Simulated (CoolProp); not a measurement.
Vapour pressure (kPa) of R236FA: the reference equation beside estimates from Tc = 124.9 °C, pc = 3191 kPa, ω = 0.377.

The numbers come from the reference Helmholtz-energy equation of state, Pan 2012 in CoolProp.

```csv
T (°C),reference,Redlich-Kwong,Soave-Redlich-Kwong,Peng-Robinson
41.65,458.6,722.5,462.9,457.5
45.15,507.9,782.0,513.2,507.0
48.55,559.5,843.0,566.0,558.8
52.05,616.7,909.2,624.4,616.3
55.55,678.2,978.8,687.3,678.2
59.05,744.3,1052,754.8,744.8
62.55,815.1,1129,827.3,816.2
66.05,890.8,1209,904.8,892.7
69.55,971.8,1294,987.6,974.5
73.05,1058,1382,1076,1062
76.55,1150,1474,1170,1155
80.05,1248,1570,1270,1254
83.55,1353,1670,1376,1360
86.95,1460,1772,1486,1469
```

Absolute difference from the reference over all 14 rows, mean and median: Redlich-Kwong 38.0 and 37.1 %, Soave-Redlich-Kwong 1.5 and 1.5 %, Peng-Robinson 0.3 and 0.2 %.
